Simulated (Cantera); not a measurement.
Equilibrium for carbothermic reduction: Fe3O4 + CH4 + N2 + C

Feed: 1 mol Fe3O4, 2.2 mol CH4, 0.86 mol N2, 5.5 mol C, at 0.0133 bar.

These are equilibrium values from Cantera (NASA tables, ideal gas, pure condensed phases), not measurements of a reactor. Candidate condensed phases: C, C6H6, C7H8, C8H18, Fe, Fe(CO)5, FeO, Fe(OH)2, Fe(OH)3, Fe2O3, Fe3O4, H2O; 140 gas species. Iron dissolves carbon and melts from about 1420 K in contact with it, which pure phases cannot show. Condensed phases not in the tables: cementite and carbon dissolved in iron. Rates play no part.

```tsv
T (°C)	log p H2	log p CO	log p Fe	log p N2	log p H	log p HCN	log p C2H2 (acetylene)	n C(graphite)	n Fe(γ)	n Fe(δ)	n Fe(l)
1350	-2.20	-2.24	-5.78	-2.91	-5.26	-5.18	-6.66	3.69	3.00	0	0
1400	-2.20	-2.24	-5.40	-2.91	-5.04	-5.06	-6.44	3.69	0	3.00	0
1450	-2.20	-2.24	-5.04	-2.91	-4.84	-4.94	-6.24	3.69	0	2.99	0
1500	-2.20	-2.24	-4.70	-2.91	-4.65	-4.83	-6.05	3.69	0	2.99	0
1550	-2.20	-2.24	-4.39	-2.91	-4.46	-4.72	-5.88	3.68	0	0	2.97
1600	-2.20	-2.24	-4.10	-2.92	-4.29	-4.62	-5.71	3.68	0	0	2.94
1650	-2.21	-2.25	-3.83	-2.92	-4.13	-4.53	-5.55	3.67	0	0	2.90
1700	-2.21	-2.25	-3.57	-2.92	-3.98	-4.45	-5.41	3.67	0	0	2.81
1750	-2.22	-2.26	-3.33	-2.93	-3.83	-4.37	-5.27	3.66	0	0	2.66
1800	-2.24	-2.27	-3.10	-2.95	-3.70	-4.30	-5.15	3.65	0	0	2.40
1850	-2.26	-2.29	-2.88	-2.97	-3.58	-4.25	-5.04	3.64	0	0	1.96
1900	-2.30	-2.32	-2.67	-3.00	-3.47	-4.21	-4.96	3.63	0	0	1.18
1950	-2.35	-2.37	-2.49	-3.05	-3.37	-4.19	-4.89	3.61	0	0	0
```
log p: log10 of the partial pressure in bar; n: condensed amount in mol.

At 1350 °C the condensed part is C(graphite) + Fe(γ). From 1400 °C to 1500 °C the condensed part is C(graphite) + Fe(δ). From 1550 °C to 1900 °C the condensed part is C(graphite) + Fe(l). At 1950 °C the condensed part is C(graphite). The main Fe-bearing gas is Fe throughout. The share of Fe in condensed phases is highest at 1350 °C (100.0 %) and lowest at 1950 °C (0.0 %).
